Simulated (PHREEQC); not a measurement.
Solution (65 °C): 36 mmol/kgw H2S, 0.83 mmol/kgw NaHCO3 and 32 mmol/kgw ZnCl2. Closed to the air; pH follows from the charge balance.

The numbers come from PHREEQC with the ion-association model, phreeqc.dat.

```
quantity                   before    after
------------------------  -------  -------
pH                           1.61     1.57
ionic strength (mol/kgw)   0.0727   0.0320
H2S (mol/kgw)             0.00564   0.0360
HS- (mol/kgw)             7.72e-8  4.13e-7
(CO2)2 (mol/kgw)          3.68e-8  3.65e-8
HCO3- (mol/kgw)           2.18e-8  1.86e-8
```

Problem. What was changed between the two runs?
A. ZnCl2 replaced by HCl at the same molality
B. ZnCl2 left out
C. ZnCl2 from 0.032 to 0.0032 mol/kgw
D. temperature from 65 to 70 °C

Solution. A, ZnCl2 replaced by HCl at the same molality

Precipitation was switched off in this run. Some of these states are supersaturated (in Sphalerite (slow to form), for instance). Away from 25 °C the constants follow the database's enthalpies or fits; those with neither stay at their 25 °C values.
